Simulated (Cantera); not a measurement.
An isothermal, constant-pressure homogeneous reactor starts with C₂H₆ : N₂ = 1 : 1.8 (molar parts), at 1925 K and 0.0263 atm.

Computed with Cantera and GRI-Mech 3.0 (53 species, 325 reactions). GRI-Mech 3.0 stops at C3 and has no aromatics, soot or wall deposition, so with more carbon than oxygen in the feed, carbon stays in small species such as C2H2 where larger ones or solid carbon would form. Radical loss at walls, strong at low pressure, is not modelled.

One state of this run: x C₂H₆ = 2.23e-10; x CH₄ = 8.90e-5; x CH₂ = 1.83e-7; x C₂H₄ = 2.37e-5; x CH₃ = 1.62e-5; x H = 0.00379; x HCN = 6.75e-5. x: mole fraction; the columns are a selection and need not sum to one.

Q: Which value of t (s) does it belong to?
(A) 4.00e-6
(B) 11.0
(C) 0.0423
(D) 1.72

A: D, 1.72
